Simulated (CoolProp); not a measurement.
Vapour-liquid equilibrium of acetone (1) + cyclohexane (2) at 1.9 MPa; x and y are mole fractions of (1).

Values from CoolProp's multi-fluid Helmholtz-energy mixture model, Lemmon 2006 and Zhou 2014; pair parameters Bell 2016.

**Question.** Give the bubble temperature and the first vapour's composition at x = 0.5, 0.65, 0.8. Is there an azeotrope?

**Answer.** x = 0.5: 454.9 K, y = 0.609; x = 0.65: 451.7 K, y = 0.705; x = 0.8: 450.1 K, y = 0.811. y crosses x between x = 0.8 and 0.875: the model has an azeotrope there.

The pair parameters rest on a limited set of measurements; away from them the model extrapolates.
